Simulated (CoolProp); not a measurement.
Toluene along the isobar 1.66 MPa: fugacity coefficient from the reference equation and from simpler models built on Tc = 591.7 K, pc = 4.126 MPa, ω = 0.266; each cubic takes its own stable root.

Model: reference Helmholtz-energy equation of state, Lemmon 2006, in CoolProp. It is a short technical equation, of lower accuracy than the large ones.

```tsv
T (K)	phase	reference
432.6	liquid	0.1958
445.1	liquid	0.2491
457.6	liquid	0.3112
470.1	liquid	0.3825
482.6	liquid	0.4630
495.1	liquid	0.5525
507.6	liquid	0.6507
520.1	liquid	0.7569
532.5	gas	0.7937
545	gas	0.8097
557.5	gas	0.8239
570	gas	0.8367
582.5	gas	0.8483
595	gas	0.8587
607.5	gas	0.8682
620	gas	0.8769
```

**Question.** How far does each simpler model (van der Waals, Soave-Redlich-Kwong) lie from the reference over these 16 states: mean and median of the absolute difference, and the worst?

**Answer.** 
- van der Waals: mean 45.5 %, median 8.7 %, worst +177.7 % at 432.6 K and 1.66 MPa
- Soave-Redlich-Kwong: mean 2.3 %, median 2.2 %, worst +3.8 % at 507.6 K and 1.66 MPa

At some of these states van der Waals gives the other phase, because its saturation line lies elsewhere.
